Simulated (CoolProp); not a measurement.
The fluid at 101.29 K and 1.49 MPa flows at 2.9 m/s in a round tube of 4.6 mm bore and 1.5 µm roughness, fully developed (64/Re and Nu = 3.66 if laminar; Colebrook and Gnielinski if turbulent). The same conditions are run with several fluids, on thermodynamics alone (safety and materials aside).

The numbers come from the reference Helmholtz-energy equation of state of each fluid (nitrogen: Span 2000; ethane: Bücker 2006; dry air: Lemmon 2000; methane: Setzmann 1991) in CoolProp. Blends and air are pseudo-pure fits.

**Question.** Rank nitrogen, ethane, dry air, methane by Reynolds number, highest first.

**Answer.** nitrogen (123000), dry air (118000), methane (38200), ethane (10100)

```csv
fluid,Darcy friction factor,pressure drop (Pa/m),heat-transfer coefficient (W/(m² K)),mass flow (kg/h)
nitrogen,0.0190,11900,8490,119
ethane,0.0313,18300,4490,111
dry air,0.0191,13400,8670,133
methane,0.0232,9280,7570,76.0
```

Transport values come from each fluid's own correlations.
